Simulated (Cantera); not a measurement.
Input: 1 mol Si₃N₄, 0.038 mol CO₂, 1.3 mol H₂, at 1723.15 K and 0.195 Torr.

These are equilibrium values from Cantera (NASA tables, ideal gas, pure condensed phases), not measurements of a reactor. Candidate condensed phases: C, C₆H₆, C₇H₈, C₈H₁₈, H₂O, Si, SiC, SiO₂, Si₂N₂O, Si₃N₄; 151 gas species. Mutual solubility and eutectic melting of coexisting phases are not modelled. The tables' values for SiN are old estimates; treat these amounts as uncertain. Equilibrium is a limit: real reactors are often held back by kinetics, nucleation or transport.

Base state: N₂ 0.588, H₂ 0.379, SiO 0.0210, H 0.00697, Si 0.00379, CO 0.00133, SiH 5.41e-5, Si₂N 4.62e-5 (mole fractions); condensed: Si(l) + SiC(s).

Task: What changes in the equilibrium state with this change: CO₂ from 0.038 to 2.3 mol?

Result: 
```json
[
 {"species": "SiO", "before": "0.0210", "after": "0.334"},
 {"species": "N₂", "before": "0.588", "after": "0.252"},
 {"species": "CO", "before": "0.00133", "after": "0.247"},
 {"species": "H₂", "before": "0.379", "after": "0.162"},
 {"species": "Si₂N", "before": "4.62e-5", "after": "2.59e-6"},
 {"species": "Si₂", "before": "1.80e-5", "after": "1.54e-6"},
 {"species": "Si(l), mol", "before": "2.88", "after": "0"},
 {"species": "SiC(s), mol", "before": "0.0333", "after": "0.345"}
]
```

Task: What changes in the equilibrium state with this change: temperature from 1723.15 K to 2000 K?

Result: 
| species | before | after |
|---|---|---|
| N₂ | 0.588 | 0.472 |
| H₂ | 0.379 | 0.280 |
| Si | 0.00379 | 0.167 |
| H | 0.00697 | 0.0534 |
| SiO | 0.0210 | 0.0137 |
| SiC₂ | 9.62e-9 | 1.91e-5 |
| Si₂C | 2.62e-5 | 0.00440 |
| Si(l), mol | 2.88 | 2.17 |
| SiC(s), mol | 0.0333 | 0 |
Gases not in the tables: Si₂H₆ and higher silanes.
